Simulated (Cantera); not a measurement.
Feed: 1 mol Si, 2.3 mol H2, held at 848 K and 490000 Pa.

Cantera equilibrium calculation (NASA polynomials, part measured and part estimated; ideal gas, pure solids and liquids). Candidate condensed phases: Si; 9 gas species. Kinetics and transport are ignored.

Q: What is the equilibrium state?

A: 
| Item | Value |
|---|---|
| x(H2) | 1.000 |
| x(SiH4) | 1.22e-6 |
| n(Si(s)) | 1.000 mol |
| gas amount | 2.300 mol |
